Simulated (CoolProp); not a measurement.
A simple Rankine cycle with dimethyl ether: condensing at 318.15 K, boiler at 2.61 MPa, turbine inlet 362.9 K, turbine efficiency 0.65, pump efficiency 0.6, no recuperator. Each further row changes one setting.

Computed with CoolProp (reference Helmholtz-energy equation of state, Wu 2011).

```json
[
 {"case": "as stated", "thermal efficiency (%)": "6.1", "net work (kJ/kg)": "24.0", "heat in (kJ/kg)": "395", "turbine exit temperature (K)": "319.6", "volume ratio over the turbine": "2.79"},
 {"case": "turbine inlet 382.9 K", "thermal efficiency (%)": "6.3", "net work (kJ/kg)": "28.2", "heat in (kJ/kg)": "444", "turbine exit temperature (K)": "343.7", "volume ratio over the turbine": "2.68"},
 {"case": "condensing temperature 310.15 K", "thermal efficiency (%)": "7.2", "net work (kJ/kg)": "29.8", "heat in (kJ/kg)": "415", "turbine exit temperature (K)": "312.0", "volume ratio over the turbine": "3.43"},
 {"case": "boiler pressure 1.83 MPa", "thermal efficiency (%)": "4.2", "net work (kJ/kg)": "18.0", "heat in (kJ/kg)": "426", "turbine exit temperature (K)": "339.5", "volume ratio over the turbine": "1.84"},
 {"case": "turbine efficiency 0.55", "thermal efficiency (%)": "5.0", "net work (kJ/kg)": "19.6", "heat in (kJ/kg)": "395", "turbine exit temperature (K)": "321.9", "volume ratio over the turbine": "2.82"}
]
```
